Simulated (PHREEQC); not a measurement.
# Alkaline etch or developer

Solution (25 °C): 0.0012 mol/kgw NH3. Closed to the air; pH follows from the charge balance.

Computed with PHREEQC (ion-association model, phreeqc.dat).

Precipitation was switched off in this run.

**Question.** Estimate the pH, ionic strength.

**Answer.** pH 10.13; ionic strength 0.000139 mol/kgw.

**Question.** In which forms is N present?

**Answer.** NH3 88 %, NH4+ 12 % of the N.
